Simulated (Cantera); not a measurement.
A freely propagating, adiabatic, planar premixed flame of 7.25 % CH4, 1.81 % C2H6, 18.9 % O2, 72.0 % N2, equivalence ratio 1.1, unburnt at 600 K and 2.57 atm; mixture-averaged transport, grid criteria slope 0.08 and curve 0.16, no radiation.

Detailed kinetics in Cantera: GRI-Mech 3.0 (53 species, 325 reactions). Burning velocities carry a grid error of a few per cent, more on coarse grids.

### Question
Predict: laminar burning velocity; thermal thickness; peak x(HCN); peak x(C2H); peak x(H2O2).

### Answer
```
Quantity                     Value
------------------------  --------
laminar burning velocity  102 cm/s
thermal thickness         0.147 mm
peak x(HCN)                1.00e-5
peak x(C2H)                1.83e-6
peak x(H2O2)               5.50e-5
```
